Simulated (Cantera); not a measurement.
**Stirred combustor or abatement burner**

A perfectly stirred reactor is fed with CO : H₂ : O₂ : N₂ = 1 : 0.23 : 0.852 : 8.52 (molar parts), at 260000 Pa; it is adiabatic with a 350 K inlet, and is followed from long to short residence time, starting on the burning branch (τ in s: 0.023, 0.0087, 0.0033, 0.0013, 0.00049, 0.00019, 7.3e-05, 2.8e-05, 1.1e-05, 4.1e-06).

Computed with Cantera and GRI-Mech 3.0 (53 species, 325 reactions). The hydrogen kinetics of GRI-Mech 3.0 are dated; newer H2 mechanisms differ, most at raised pressure.

```
τ (s)    T (K)     x CO      x H₂    x O₂      x H    x HO₂   x CO₂
-------  -----  -------  --------  ------  -------  -------  ------
0.023     1317  0.00425  0.000162  0.0258  3.38e-5  1.11e-5  0.0957
0.0087    1272  0.00972  0.000349  0.0285  6.88e-5  1.76e-5  0.0899
0.0033     350   0.0943    0.0217  0.0804   <1e-12   <1e-12  <1e-12
0.0013     350   0.0943    0.0217  0.0804   <1e-12   <1e-12  <1e-12
0.00049    350   0.0943    0.0217  0.0804   <1e-12   <1e-12  <1e-12
0.00019    350   0.0943    0.0217  0.0804   <1e-12   <1e-12  <1e-12
7.3e-5     350   0.0943    0.0217  0.0804   <1e-12   <1e-12  <1e-12
2.8e-5     350   0.0943    0.0217  0.0804   <1e-12   <1e-12  <1e-12
1.1e-5     350   0.0943    0.0217  0.0804   <1e-12   <1e-12  <1e-12
4.1e-6     350   0.0943    0.0217  0.0804   <1e-12   <1e-12  <1e-12
```
x: mole fraction; the columns are a selection and need not sum to one.
